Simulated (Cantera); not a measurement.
Mixture: CH₄ : O₂ : N₂ : H₂O = 1 : 2.78 : 10.4 : 2.2 (molar parts), equivalence ratio 0.72, at 1.00 atm, adiabatic and at constant pressure. Ignition delay is the time to a rise of 400 K.

Detailed kinetics in Cantera: GRI-Mech 3.0 (53 species, 325 reactions).

### Question
What does this change do: pressure from 1.00 atm to 0.316 atm?

### Answer
| quantity | before | after |
|---|---|---|
| delay at 1050 K | 0.447 s | 1.47 s |
| delay at 1125 K | 0.144 s | 0.426 s |
| delay at 1200 K | 50.0 ms | 0.135 s |
| delay at 1275 K | 18.6 ms | 46.5 ms |
| delay at 1350 K | 7.29 ms | 17.3 ms |
| delay at 1425 K | 3.02 ms | 7.03 ms |
| delay at 1500 K | 1.33 ms | 3.16 ms |
| apparent activation energy between 1350 and 1500 K | 190 kJ/mol | 190 kJ/mol |
